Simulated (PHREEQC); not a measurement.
PHREEQC input (Pitzer model, pitzer.dat):

```
SOLUTION 1
  temp 25
  units mol/kgw
  pH 7 charge
  Cl 0.0034
  Na 0.0034
  S(6) 0.093
  K 0.082
  Mg 0.052
END
USE solution 1
INCREMENTAL_REACTIONS false
REACTION 1
  H2O -1
  0 9.886 18.011 24.689 30.178 34.689 38.397 41.444
  43.949 46.007 47.699 49.089 50.232 51.172 51.944 52.578
  53.1 53.528 53.88 54.17 54.408 54.603 54.764 54.896
  55.005 55.094 moles
EQUILIBRIUM_PHASES 1
  Arcanite 0 0
  Bischofite 0 0
  Bloedite 0 0
  Brucite 0 0
  Carnallite 0 0
  Epsomite 0 0
  Glaserite 0 0
  Halite 0 0
  Hexahydrite 0 0
  Kainite 0 0
  Kieserite 0 0
  Leonite 0 0
  Mirabilite 0 0
  Misenite 0 0
  Schoenite 0 0
  Sylvite 0 0
  Thenardite 0 0
  MgCl2_4H2O 0 0
SELECTED_OUTPUT 1
  -reset false
  -pH true
  -pe true
  -ionic_strength true
  -water true
  -activities H2O
  -totals Cl K Mg Na S
  -molalities H+ Na+ K+ Mg+2 Cl- SO4-2 OH- HSO4- MgOH+
  -equilibrium_phases Arcanite Bischofite Bloedite Brucite Carnallite Epsomite Glaserite Halite Hexahydrite Kainite
    Kieserite Leonite Mirabilite Misenite Schoenite Sylvite Thenardite MgCl2_4H2O
PRINT
  -reset false
END
```

Selected output (columns that matter, 25 of 26 rows; water left (kg) added in front):

```
water left (kg)	pH	mu	Cl	K	Mg	Na	S	m_H+	m_Na+	m_K+	la_H2O	Arcanite	Epsomite	Schoenite
1	6.9878	0.3344	0.0034	0.082	0.052	0.0034	0.093	1.6046e-07	0.0034	0.082	-0.0012845	0	0	0
0.821894	6.9814	0.40686	0.0041368	0.09977	0.063269	0.0041368	0.11315	1.6798e-07	0.0041368	0.09977	-0.0015384	0	0	0
0.675514	6.9736	0.49503	0.0050332	0.12139	0.076978	0.0050332	0.13767	1.7652e-07	0.0050332	0.12139	-0.0018423	0	0	0
0.555203	6.9642	0.6023	0.0061239	0.14769	0.093659	0.0061239	0.16751	1.8622e-07	0.0061239	0.14769	-0.0022061	0	0	0
0.456313	6.9531	0.73283	0.007451	0.1797	0.11396	0.007451	0.20381	1.9716e-07	0.007451	0.1797	-0.0026415	0	0	0
0.375043	6.9401	0.89163	0.0090656	0.21864	0.13865	0.0090656	0.24797	2.0941e-07	0.0090656	0.21864	-0.0031623	0	0	0
0.30824	6.9249	1.0849	0.01103	0.26603	0.1687	0.01103	0.30171	2.2298e-07	0.01103	0.26603	-0.0037851	0	0	0
0.253345	6.9075	1.3199	0.01342	0.32367	0.20525	0.01342	0.36709	2.3775e-07	0.01342	0.32367	-0.0045293	0	0	0
0.208215	6.8873	1.606	0.016329	0.39382	0.24974	0.016329	0.44665	2.534e-07	0.016329	0.39382	-0.0054193	0	0	0
0.171138	6.8641	1.954	0.019867	0.47915	0.30385	0.019867	0.54342	2.6925e-07	0.019867	0.47915	-0.0064844	0	0	0
0.140655	6.8375	2.3775	0.024173	0.58299	0.3697	0.024173	0.66119	2.8409e-07	0.024173	0.58299	-0.0077647	0	0	0
0.115613	6.8067	2.8924	0.029409	0.70927	0.44978	0.029409	0.80441	2.959e-07	0.029409	0.70927	-0.0093131	0	0	0
0.0950203	6.7711	3.5192	0.035782	0.86297	0.54725	0.035782	0.97874	3.0161e-07	0.035782	0.86297	-0.011208	0	0	0
0.0641769	6.6824	5.2106	0.052979	1.2777	0.81026	0.052979	1.4491	2.7663e-07	0.052979	1.2777	-0.016556	0	0	0
0.0527548	6.6181	6.1645	0.064449	1.4382	0.98569	0.064449	1.7048	2.5702e-07	0.064449	1.4382	-0.019576	0.0030637	0	0
0.0433504	6.5291	7.0545	0.078431	1.4519	1.1995	0.078431	1.9255	2.5538e-07	0.078431	1.4519	-0.022242	0.0095288	0	0
0.0356396	6.4261	8.1231	0.0954	1.461	1.4591	0.0954	2.1895	2.4644e-07	0.0954	1.461	-0.02594	0.014966	0	0
0.0280988	6.4225	8.1386	0.121	1.4628	1.4558	0.121	2.1872	2.4546e-07	0.121	1.4628	-0.026453	0.0093549	0	0.011093
0.021877	6.4189	8.1462	0.15541	1.4653	1.4482	0.15541	2.1809	2.443e-07	0.15541	1.4653	-0.027098	0.0046545	0	0.020317
0.0167711	6.4139	8.157	0.20273	1.4686	1.4378	0.20273	2.1721	2.4271e-07	0.20273	1.4686	-0.027985	0.00079844	0	0.027886
0.0127943	6.3516	8.5329	0.26574	1.3795	1.5495	0.26574	2.2392	2.5524e-07	0.26574	1.3795	-0.030324	0	0	0.032175
0.00957596	6.2419	9.2516	0.35506	1.2291	1.7632	0.35506	2.3778	2.7618e-07	0.35506	1.2291	-0.034782	0	0	0.035115
0.00694838	6.0768	10.425	0.48932	1.0295	2.0979	0.48932	2.6126	3.0063e-07	0.48932	1.0295	-0.043297	0	0	0.037423
0.00479557	5.8038	12.552	0.70899	0.7623	2.6749	0.70899	3.0561	3.1797e-07	0.70899	0.7623	-0.062646	0	0	0.039172
0.00246024	5.617	13.585	1.382	0.67628	2.7973	1.382	3.1354	3.035e-07	1.382	0.67628	-0.087821	0	0.00495	0.040168
```
